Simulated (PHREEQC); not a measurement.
Consider water at 67 °C with 0.02 mol/kgw LiOH, 3.4e-07 mol/kgw H4SiO4 and 0.000215 mol/kgw K2CO3. Closed to the air; pH follows from the charge balance.

All values are PHREEQC results (ion-association model, phreeqc.dat), not measurements.

Task: The ionic strength comes out as 0.0206 mol/kgw. What activity coefficients do HCO3-, Li+, CO3-2, K+, OH- get?

Result: HCO3- 0.86, Li+ 0.87, CO3-2 0.56, K+ 0.86, OH- 0.86.

This is a speciation only: nothing precipitates in the calculation. Species that the database lacks are ignored. Away from 25 °C the constants follow the database's enthalpies or fits; those with neither stay at their 25 °C values.
